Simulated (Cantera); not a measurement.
TiC + H₂ (sublimation and decomposition of ceramics)

A closed system holds: 1 mol TiC, 0.011 mol H₂, held at 7.50 Torr.

Equilibrium computed with Cantera from the NASA thermochemical tables; the gas is ideal and each condensed phase is pure. Candidate condensed phases: C, C₆H₆, C₇H₈, C₈H₁₈, Ti, TiC; 77 gas species. TiC: taken at fixed stoichiometry. Rates play no part.

| T (K) | x H₂ | x H | x Ti | x C₃ | x C₂H₂ (acetylene) | x C | n TiC(s) |
|---|---|---|---|---|---|---|---|
| 1798 | 0.996 | 0.00351 | 1.06e-7 | <1e-12 | 1.47e-8 | <1e-12 | 1.00 |
| 1898 | 0.992 | 0.00779 | 4.57e-7 | <1e-12 | 1.62e-7 | 6.24e-12 | 1.00 |
| 1998 | 0.984 | 0.0159 | 2.07e-6 | <1e-12 | 9.37e-7 | 1.03e-10 | 1.00 |
| 2098 | 0.970 | 0.0303 | 8.52e-6 | 4.48e-12 | 4.11e-6 | 1.24e-9 | 1.00 |
| 2198 | 0.946 | 0.0542 | 3.11e-5 | 1.18e-10 | 1.53e-5 | 1.18e-8 | 1.00 |
| 2298 | 0.909 | 0.0913 | 0.000101 | 2.34e-9 | 4.98e-5 | 9.17e-8 | 1.000 |
| 2398 | 0.854 | 0.146 | 0.000295 | 3.65e-8 | 0.000145 | 6.04e-7 | 1.000 |
| 2498 | 0.779 | 0.220 | 0.000782 | 4.66e-7 | 0.000379 | 3.45e-6 | 1.000 |
| 2598 | 0.683 | 0.315 | 0.00191 | 5.00e-6 | 0.000894 | 1.74e-5 | 1.000 |
| 2698 | 0.568 | 0.425 | 0.00432 | 4.54e-5 | 0.00188 | 7.77e-5 | 1.000 |
| 2798 | 0.444 | 0.542 | 0.00933 | 0.000338 | 0.00337 | 0.000309 | 1.000 |
| 2898 | 0.322 | 0.648 | 0.0200 | 0.00188 | 0.00480 | 0.00106 | 1.000 |
| 2998 | 0.212 | 0.723 | 0.0442 | 0.00734 | 0.00508 | 0.00309 | 0.999 |
x: gas mole fraction; n: condensed amount in mol.

From 1798 K to 2998 K the condensed part is TiC(s). The main Ti-bearing gas is Ti throughout.
